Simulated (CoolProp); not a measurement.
Saturation properties of sulfur dioxide (Tc = 157.5 °C, pc = 7.887 MPa, ω = 0.256).

Computed with CoolProp (reference Helmholtz-energy equation of state, Gao 2016).

```tsv
T (°C)	p (MPa)	liquid density (kg/m³)	enthalpy of vaporisation (kJ/kg)
41.85	0.6659	1318	338.3
49.95	0.8403	1293	329.0
57.95	1.044	1268	319.3
65.95	1.283	1242	309.0
73.95	1.561	1214	298.2
81.95	1.881	1185	286.5
90.05	2.253	1154	273.9
98.05	2.670	1122	260.4
106.05	3.143	1086	245.6
114.05	3.675	1048	229.3
122.15	4.279	1004	210.7
```

It boils at -10.0 °C under 1 atm.
